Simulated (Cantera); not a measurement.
Mixture: CH₄ : H₂ : O₂ : N₂ : CO₂ = 1 : 0.062 : 2.82 : 14.1 : 1.7 (molar parts), at 19.0 bar, adiabatic and at constant volume. Ignition delay is the time to a rise of 400 K.

Model: GRI-Mech 3.0 (53 species, 325 reactions), integrated in Cantera. The pressure lies above the range GRI-Mech 3.0 was tuned for (to about 10 atm).

Problem. What does this change do: pressure from 19.0 bar to 5.00 bar?

Solution. 
| quantity | before | after |
|---|---|---|
| delay at 1300 K | 0.534 ms | 2.14 ms |
| delay at 1400 K | 0.225 ms | 0.797 ms |
| delay at 1500 K | 98.2 µs | 0.311 ms |
| delay at 1600 K | 44.5 µs | 0.131 ms |
| apparent activation energy between 1550 and 1650 K | 160 kJ/mol | 170 kJ/mol |
